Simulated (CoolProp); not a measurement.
20 sccm (0 °C, 1 atm) of nitrogen bubbles through liquid the fluoroketone C6F12O (FK-5-1-12) at 276 K and leaves saturated at a total pressure of 0.15 MPa (ideal gas phase). Each further row changes one setting.

Model: reference Helmholtz-energy equation of state, McLinden 2015, in CoolProp.

```
case                    vapour pressure (kPa)  mole fraction of vapour  delivery (mg/min)  delivery (sccm)  change of delivery for a bath 1 K warmer (%)
----------------------  ---------------------  -----------------------  -----------------  ---------------  --------------------------------------------
as stated                                14.4                        ?               30.1                ?                                             ?
bath temperature 281 K                   18.6                    0.124               39.8             2.82                                             ?
total pressure 0.3 MPa                   14.4                   0.0482                  ?             1.01                                             ?
```

### Question
Some entries are withheld; supply them.

### Answer

- as stated, mole fraction of vapour: 0.0963
- as stated, delivery (sccm): 2.13
- as stated, change of delivery for a bath 1 K warmer (%): 5.8
- bath temperature 281 K, change of delivery for a bath 1 K warmer (%): 5.7
- total pressure 0.3 MPa, delivery (mg/min): 14.3
- total pressure 0.3 MPa, change of delivery for a bath 1 K warmer (%): 5.5
